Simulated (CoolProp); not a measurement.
Vapour-liquid equilibrium of benzene (1) + cyclohexane (2) at 1.03 MPa; x and y are mole fractions of (1).

Model: multi-fluid Helmholtz-energy mixture model, Thol 2012 and Zhou 2014; pair parameters Bell 2016, in CoolProp.

Question: Give the bubble temperature and the first vapour's composition at x = 0.05, 0.75, 0.85. Is there an azeotrope?

Answer: x = 0.05: 455.9 K, y = 0.061; x = 0.75: 451.1 K, y = 0.739; x = 0.85: 451.7 K, y = 0.836. y crosses x between x = 0.55 and 0.65: the model has an azeotrope there.

The pair parameters rest on a limited set of measurements; away from them the model extrapolates.
